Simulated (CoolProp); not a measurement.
Propylene glycol along the isotherm 131.65 °C: fugacity coefficient from the reference equation and from simpler models built on Tc = 400.8 °C, pc = 7.292 MPa, ω = 0.327; each cubic takes its own stable root.

Model: reference Helmholtz-energy equation of state, Eisenbach 2021, in CoolProp.

```json
[
 {"p (MPa)": "4.86", "phase": "liquid", "reference": "0.003024"},
 {"p (MPa)": "9.72", "phase": "liquid", "reference": "0.001697"},
 {"p (MPa)": "14.6", "phase": "liquid", "reference": "0.001268"},
 {"p (MPa)": "19.4", "phase": "liquid", "reference": "0.001069"},
 {"p (MPa)": "24.3", "phase": "liquid", "reference": "0.0009576"},
 {"p (MPa)": "29.2", "phase": "liquid", "reference": "0.0008938"},
 {"p (MPa)": "34", "phase": "liquid", "reference": "0.0008587"},
 {"p (MPa)": "38.9", "phase": "liquid", "reference": "0.0008412"},
 {"p (MPa)": "43.8", "phase": "liquid", "reference": "0.0008370"},
 {"p (MPa)": "48.6", "phase": "liquid", "reference": "0.0008429"},
 {"p (MPa)": "53.5", "phase": "liquid", "reference": "0.0008574"},
 {"p (MPa)": "58.3", "phase": "liquid", "reference": "0.0008786"},
 {"p (MPa)": "63.2", "phase": "liquid", "reference": "0.0009069"},
 {"p (MPa)": "68.1", "phase": "liquid", "reference": "0.0009415"},
 {"p (MPa)": "72.9", "phase": "liquid", "reference": "0.0009814"}
]
```

### Question
How far does each simpler model (Redlich-Kwong, Soave-Redlich-Kwong, Peng-Robinson) lie from the reference over these 15 states: mean and median of the absolute difference, and the worst?

### Answer
- Redlich-Kwong: mean 1055.8 %, median 1057.6 %, worst +1083.0 % at 131.65 °C and 72.9 MPa
- Soave-Redlich-Kwong: mean 333.0 %, median 333.1 %, worst +334.9 % at 131.65 °C and 72.9 MPa
- Peng-Robinson: mean 301.7 %, median 301.0 %, worst +335.8 % at 131.65 °C and 4.86 MPa
